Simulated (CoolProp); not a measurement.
Properties of fluorine along the isotherm 283.2 K.

The numbers come from the reference Helmholtz-energy equation of state, de Reuck 1990 in CoolProp.

| p (MPa) | phase | Z | cv (kJ/(kg K)) |
|---|---|---|---|
| 0.0632 | gas | 0.9997 | 0.5980 |
| 0.102 | gas | 0.9995 | 0.5980 |
| 0.165 | gas | 0.9991 | 0.5980 |
| 0.267 | gas | 0.9986 | 0.5981 |
| 0.431 | gas | 0.9977 | 0.5982 |
| 0.696 | gas | 0.9962 | 0.5985 |
| 1.12 | gas | 0.9939 | 0.5988 |
| 1.82 | gas | 0.9900 | 0.5996 |
| 2.94 | gas | 0.9840 | 0.6009 |
| 4.74 | gas | 0.9753 | 0.6037 |
| 7.66 | supercritical | 0.9647 | 0.6092 |
| 12.4 | supercritical | 0.9568 | 0.6196 |
| 20 | supercritical | 0.9626 | 0.6347 |
